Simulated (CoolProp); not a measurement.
Vapour-liquid equilibrium of ethanol (1) + dimethyl carbonate (2) at 0.417 MPa; x and y are mole fractions of (1).

The numbers come from the multi-fluid Helmholtz-energy mixture model, Schroeder 2014 and Zhou 2011; pair parameters Bell 2016 in CoolProp.

| x | bubble temperature, mixture model (°C) | bubble temperature, Raoult's law (°C) | y, mixture model | y, Raoult's law |
|---|---|---|---|---|
| 0.05 | 136.3 | 140.1 | 0.158 | 0.091 |
| 0.2 | 126.4 | 135.3 | 0.418 | 0.319 |
| 0.35 | 121.6 | 131.2 | 0.549 | 0.499 |
| 0.5 | 119.2 | 127.8 | 0.635 | 0.646 |
| 0.65 | 117.9 | 124.9 | 0.709 | 0.770 |
| 0.8 | 117.5 | 122.3 | 0.796 | 0.877 |
| 0.95 | 118.4 | 119.9 | 0.931 | 0.971 |

The largest gap from Raoult's law is -9.6 K in bubble temperature, at x = 0.35. y crosses x between x = 0.65 and 0.8: the model has an azeotrope there.

Pair parameters are fitted to limited data, so mixtures are less certain than the pure fluids.
